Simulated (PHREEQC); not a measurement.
PHREEQC input (ion-association model, wateq4f.dat):

```
SOLUTION_MASTER_SPECIES
  Tma  Tma+  0  Tma  74.145  # tetramethylammonium, taken as a free cation
SOLUTION_SPECIES
  Tma+ = Tma+
    -log_k 0
    -gamma 4.0 0
SOLUTION 1
  temp 20
  units mol/kgw
  pH 7 charge
  S(6) 0.21089
  Ni 0.00067
  Mg 0.00022
SOLUTION 2
  temp 20
  units mol/kgw
  pH 7 charge
  Cs 0.01
  Si 0.00015
  Cl 8.5e-05
  Tma 8.5e-05
END
SELECTED_OUTPUT 1
  -reset false
  -pH true
  -pe true
  -ionic_strength true
  -water true
  -totals Cl Cs Mg Ni S Si Tma S(-2) S(6)
  -molalities H+ Cl- Cs+ Mg+2 Ni+2 SO4-2 H4SiO4 H3SiO4- H2SiO4-2 MgOH+
    MgSO4 HSO4- H2S HS- S-2 O2 OH- NiCl+ NiOH+ Ni(OH)2
    Ni(OH)3- NiSO4 NiCl2 Ni(SO4)2-2 Tma+
  -equilibrium_phases Brucite Ni(OH)2 Ni4(OH)6SO4 SiO2(a) Epsomite Morenosite
PRINT
  -reset false
MIX 1
  1 1
  2 0
EQUILIBRIUM_PHASES 1
  Brucite 0 0
  Ni(OH)2 0 0
  Ni4(OH)6SO4 0 0
  SiO2(a) 0 0
  Epsomite 0 0
  Morenosite 0 0
  O2(g) -0.68 10
END
# ... the last block is repeated for the other 20 points of share of solution B
```

Selected output (columns that matter, 21 of 21 rows; share of solution B added in front):

```
share of solution B	pH	mu	Cl	Cs	Mg	Ni	S	Si	Tma	m_H+	m_Cl-	m_Cs+	m_Mg+2	m_Ni+2
0	0.7254	0.27051	0	0	0.00022	0.00067	0.21089	0	0	0.23901	0	0	0.00014768	0.00047624
0.05	0.74608	0.2587	4.25e-06	0.0005	0.000209	0.00063649	0.20034	7.4999e-06	4.25e-06	0.22741	4.2486e-06	0.0005	0.00013996	0.00045175
0.1	0.76787	0.24685	8.4998e-06	0.00099998	0.000198	0.00060299	0.1898	1.5e-05	8.4998e-06	0.2158	8.4973e-06	0.00099998	0.00013226	0.00042727
0.15	0.79092	0.23496	1.275e-05	0.0015	0.000187	0.00056948	0.17925	2.2499e-05	1.275e-05	0.20416	1.2746e-05	0.0015	0.00012459	0.0004028
0.2	0.81538	0.22301	1.6999e-05	0.0019999	0.00017599	0.00053598	0.16871	2.9999e-05	1.6999e-05	0.1925	1.6995e-05	0.0019999	0.00011694	0.00037836
0.25	0.84143	0.21101	2.1249e-05	0.0024999	0.00016499	0.00050248	0.15816	3.7498e-05	2.1249e-05	0.18081	2.1243e-05	0.0024999	0.00010933	0.00035395
0.3	0.8693	0.19895	2.5499e-05	0.0029998	0.00015399	0.00046898	0.14762	4.4998e-05	2.5499e-05	0.16909	2.5492e-05	0.0029998	0.00010174	0.00032958
0.35	0.89926	0.18681	2.9748e-05	0.0034998	0.00014299	0.00043547	0.13707	5.2497e-05	2.9748e-05	0.15734	2.9741e-05	0.0034998	9.4188e-05	0.00030527
0.4	0.93167	0.1746	3.3998e-05	0.0039997	0.00013199	0.00040197	0.12653	5.9996e-05	3.3998e-05	0.14554	3.399e-05	0.0039997	8.6673e-05	0.00028101
0.45	0.96697	0.1623	3.8247e-05	0.0044996	0.00012099	0.00036847	0.11598	6.7495e-05	3.8247e-05	0.1337	3.8239e-05	0.0044996	7.9197e-05	0.00025684
0.5	1.0057	0.14989	4.2496e-05	0.0049996	0.00010999	0.00033497	0.10544	7.4993e-05	4.2496e-05	0.12181	4.2488e-05	0.0049996	7.1764e-05	0.00023276
0.55	1.0487	0.13737	4.6745e-05	0.0054995	9.899e-05	0.00030147	0.094891	8.2492e-05	4.6745e-05	0.10986	4.6737e-05	0.0054995	6.4379e-05	0.00020879
0.6	1.097	0.1247	5.0995e-05	0.0059994	8.7991e-05	0.00026797	0.084347	8.999e-05	5.0995e-05	0.097835	5.0986e-05	0.0059994	5.7044e-05	0.00018495
0.65	1.1521	0.11185	5.5244e-05	0.0064993	7.6991e-05	0.00023447	0.073803	9.7489e-05	5.5244e-05	0.085723	5.5236e-05	0.0064993	4.9766e-05	0.00016126
0.7	1.2162	0.098791	5.9493e-05	0.0069991	6.5992e-05	0.00020098	0.063259	0.00010499	5.9493e-05	0.073502	5.9485e-05	0.0069991	4.2549e-05	0.00013775
0.75	1.2931	0.08545	6.3742e-05	0.007499	5.4993e-05	0.00016748	0.052715	0.00011249	6.3742e-05	0.061141	6.3734e-05	0.007499	3.5397e-05	0.00011444
0.8	1.3891	0.071734	6.799e-05	0.0079989	4.3994e-05	0.00013398	0.042172	0.00011998	6.799e-05	0.048592	6.7984e-05	0.0079989	2.8317e-05	9.1366e-05
0.85	1.5175	0.057476	7.2239e-05	0.0084987	3.2995e-05	0.00010048	0.031629	0.00012748	7.2239e-05	0.035771	7.2234e-05	0.0084987	2.131e-05	6.8554e-05
0.9	1.7123	0.04235	7.6488e-05	0.0089986	2.1996e-05	6.6989e-05	0.021086	0.00013498	7.6488e-05	0.022516	7.6484e-05	0.0089986	1.4368e-05	4.6011e-05
0.95	2.1304	0.025512	8.0736e-05	0.0094984	1.0998e-05	3.3494e-05	0.010543	0.00014248	8.0736e-05	0.0084041	8.0734e-05	0.0094984	7.4439e-06	2.3643e-05
1	12.116	0.010097	8.5e-05	0.01	0	0	0	0.00015	8.5e-05	8.3846e-13	8.5e-05	0.01	0	0
```

(CH3)4N+ isn't in the database: it is added as a free cation with an ion size of 4 Å.
